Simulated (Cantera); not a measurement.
A perfectly stirred reactor is fed with 5.75 % H₂, 94.3 % O₂, at 27.8 Torr; it is held at 1300 K, and followed from long to short residence time.

Model: the H2/O2 subset of GRI-Mech 3.0, which has no nitrogen chemistry, integrated in Cantera. Radical loss at walls, strong at low pressure, is not modelled. The temperature is held fixed by assumption; the heat of reaction is taken as removed at once.

One state of this run: x H₂ = 0.00180; x O₂ = 0.915; x OH = 0.00463; x H₂O = 0.0519; x H₂O₂ = 2.62e-7; x O = 0.0223. x: mole fraction; the columns are a selection and need not sum to one.

Problem. Which value of τ (s) does it belong to?
A) 0.013
B) 0.0050
C) 0.23
D) 0.034

Solution. B, 0.0050
